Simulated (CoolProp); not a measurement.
Vapour-liquid equilibrium of methane (1) + ethane (2) at 153.4 K; x and y are mole fractions of (1).

The numbers come from the multi-fluid Helmholtz-energy mixture model, Setzmann 1991 and Bücker 2006; pair parameters Kunz 2012 in CoolProp.

| x | bubble pressure (bar) | y at the bubble point | dew pressure at overall composition x (bar) | liquid density (mol/L) |
|---|---|---|---|---|
| 0.05 | 0.8535 | 0.853 | 0.1348 | 19.54 |
| 0.125 | 1.892 | 0.936 | 0.1464 | 19.86 |
| 0.2 | 2.874 | 0.959 | 0.1601 | 20.17 |
| 0.275 | 3.805 | 0.970 | 0.1766 | 20.47 |
| 0.35 | 4.690 | 0.977 | 0.1969 | 20.77 |
| 0.425 | … | 0.982 | 0.2224 | … |
| 0.5 | 6.353 | 0.985 | 0.2556 | 21.32 |
| 0.575 | 7.149 | 0.988 | … | … |
| 0.65 | 7.935 | 0.990 | 0.3642 | … |
| 0.725 | 8.726 | 0.992 | 0.4625 | 21.97 |
| 0.8 | 9.541 | 0.994 | 0.6331 | 22.09 |
| 0.875 | 10.41 | … | 1.003 | 22.12 |
| 0.95 | 11.37 | … | 2.396 | 22.03 |

**Question.** What belongs in the gaps?

**Answer.** 
- 0.425, bubble pressure (bar): 5.537
- 0.425, liquid density (mol/L): 21.05
- 0.575, dew pressure at overall composition x (bar): 0.3004
- 0.575, liquid density (mol/L): 21.57
- 0.65, liquid density (mol/L): 21.79
- 0.875, y at the bubble point: 0.996
- 0.95, y at the bubble point: 0.998

No azeotrope shows between x = 0.05 and 0.95.

Pair parameters are fitted to limited data, so mixtures are less certain than the pure fluids. The gap from Raoult's law changes sign with composition, which may be real or a fault of the pair parameters; it wasn't checked against measurements.
